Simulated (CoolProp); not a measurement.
Vapour pressure (bar) of CHF3 (R23): the reference equation beside estimates from Tc = 26.1 °C, pc = 48.32 bar, ω = 0.263. Clausius-Clapeyron is anchored at -81.45 °C with a constant enthalpy of vaporisation of 16.73 kJ/mol.

Computed with CoolProp (reference Helmholtz-energy equation of state, Penoncello 2003).

```csv
T (°C),reference,Lee-Kesler,Clausius-Clapeyron,van der Waals,Soave-Redlich-Kwong
-126.65,0.02983,0.02701,0.04110,1.161,0.02781
-117.65,0.07357,0.06793,0.09098,1.733,0.06956
-108.55,0.1632,0.1535,0.1860,2.491,0.1562
-99.55,0.3262,0.3120,0.3506,3.443,0.3158
-90.45,0.6062,0.5886,0.6243,4.633,0.5927
-81.45,1.047,1.029,1.047,6.059,1.032
-72.35,1.718,1.706,1.684,7.772,1.707
-63.25,2.687,2.687,2.601,9.779,2.685
-54.25,4.012,4.033,3.857,12.07,4.032
-45.15,5.810,5.857,5.566,14.71,5.865
-36.15,8.130,8.204,7.781,17.66,8.237
```

Absolute difference from the reference over all 11 rows, mean and median: Lee-Kesler 3.2 and 1.7 %, Clausius-Clapeyron 9.4 and 4.2 %, van der Waals 969.1 and 478.7 %, Soave-Redlich-Kwong 2.4 and 1.4 %.
